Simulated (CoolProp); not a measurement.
A closed Brayton cycle with dry air: compressor inlet 325.15 K and 1.3 MPa, high pressure 2.74 MPa, turbine inlet 905 K, compressor efficiency 0.85, turbine efficiency 0.9, recuperator effectiveness 0.8 (on enthalpy, no pinch check). Each further row changes one setting.

Model: reference Helmholtz-energy equation of state, Lemmon 2000, in CoolProp. It is a pseudo-pure fit of the blend.

| case | thermal efficiency (%) | net work (kJ/kg) | compressor to turbine work | compressor exit (K) | turbine exit (K) |
|---|---|---|---|---|---|
| as stated | 29.1 | 68.1 | 0.57 | 415.9 | 761.6 |
| turbine inlet 855 K | 27.5 | 59.2 | 0.61 | 415.9 | 718.3 |
| compressor inlet 335.15 K | 28.2 | 65.2 | 0.59 | 428.6 | 761.6 |
| high pressure 2.33 MPa | 27.1 | 57.6 | 0.55 | 394.6 | 790.8 |
| recuperator effectiveness 0.5 | 19.8 | 68.1 | 0.57 | 415.9 | 761.6 |
